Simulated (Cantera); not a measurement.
Cantera run, input and output.

```python
import numpy as np
import cantera as ct

gas = ct.Solution("gri30.yaml")
gas.TPX = 1150, 16000, {'N2O': 1, 'O2': 0.085, 'N2': 0.02}
reactor = ct.IdealGasConstPressureReactor(gas, energy="off", clone=False)
net = ct.ReactorNet([reactor])
net.rtol, net.atol = 1e-08, 1e-18
show = ['N2O', 'O2', 'NO', 'N2', 'O', 'NO2']
times = np.geomspace(0.0006, 2, 14)

steps = ct.SolutionArray(gas, extra=["t"])
rows = []
print(f"{'t/s':>10s}{'T/K':>9s}{'P/Pa':>11s}" + "".join(f"{s:>11s}" for s in show))
for t in times:
    while net.time < t:
        t_next = net.step()
        steps.append(gas.state, t=t_next)
    rows.append([np.interp(t, steps.t, y) for y in (steps.T, steps.P, *steps(*show).X.T)])
    print(f"{t:10.3e}{rows[-1][0]:9.1f}{rows[-1][1]:11.4g}" + "".join(f"{x:11.3e}" for x in rows[-1][2:]))
rate = np.gradient(steps.T, steps.t)
print("integrator steps:", len(steps.t))
if steps.T.max() > steps.T[0] + 200:
    print(f"time of steepest temperature rise: {steps.t[rate.argmax()]:.4e} s")
gas.TPX = 1150, 16000, {'N2O': 1, 'O2': 0.085, 'N2': 0.02}
gas.equilibrate("TP")
print(f"equilibrium (TP): T = {gas.T:.1f} K  " + "  ".join(f"{s} {gas[s].X[0]:.3e}" for s in show))
```

Result:

```
       t/s      T/K       P/Pa        N2O         O2         NO         N2          O        NO2
 6.000e-04   1150.0    1.6e+04  9.049e-01  7.693e-02  1.551e-06  1.812e-02  8.039e-07  5.024e-12
 1.120e-03   1150.0    1.6e+04  9.049e-01  7.694e-02  3.014e-06  1.813e-02  8.039e-07  1.895e-11
 2.090e-03   1150.0    1.6e+04  9.049e-01  7.695e-02  5.745e-06  1.816e-02  8.039e-07  6.877e-11
 3.901e-03   1150.0    1.6e+04  9.048e-01  7.698e-02  1.084e-05  1.822e-02  8.039e-07  2.438e-10
 7.280e-03   1150.0    1.6e+04  9.046e-01  7.702e-02  2.035e-05  1.833e-02  8.039e-07  8.557e-10
 1.359e-02   1150.0    1.6e+04  9.043e-01  7.711e-02  3.808e-05  1.852e-02  8.039e-07  2.953e-09
 2.536e-02   1150.0    1.6e+04  9.038e-01  7.727e-02  7.116e-05  1.889e-02  8.039e-07  1.013e-08
 4.732e-02   1150.0    1.6e+04  9.027e-01  7.757e-02  1.328e-04  1.957e-02  8.038e-07  3.384e-08
 8.832e-02   1150.0    1.6e+04  9.008e-01  7.814e-02  2.476e-04  2.085e-02  8.037e-07  1.091e-07
 1.648e-01   1150.0    1.6e+04  8.971e-01  7.918e-02  4.608e-04  2.321e-02  8.036e-07  3.323e-07
 3.077e-01   1150.0    1.6e+04  8.904e-01  8.111e-02  8.554e-04  2.759e-02  8.032e-07  9.243e-07
 5.742e-01   1150.0    1.6e+04  8.781e-01  8.467e-02  1.581e-03  3.565e-02  8.024e-07  2.274e-06
 1.072e+00   1150.0    1.6e+04  8.557e-01  9.114e-02  2.898e-03  5.029e-02  8.008e-07  4.928e-06
 2.000e+00   1150.0    1.6e+04  8.158e-01  1.026e-01  5.234e-03  7.632e-02  7.977e-07  9.713e-06
integrator steps: 503
equilibrium (TP): T = 1150.0 K  N2O 4.061e-09  O2 3.644e-01  NO 1.562e-04  N2 6.354e-01  O 1.263e-08  NO2 1.782e-06
```

Computed with Cantera and GRI-Mech 3.0 (53 species, 325 reactions). GRI-Mech 3.0 was tuned for natural gas; its chemistry of N2O as a main component is partial and can be far from experiment. The mechanism lacks the step 2 NO + O2 → 2 NO2, which can matter for NO2 below about 1400 K. The temperature is held fixed by assumption; the heat of reaction is taken as removed at once.
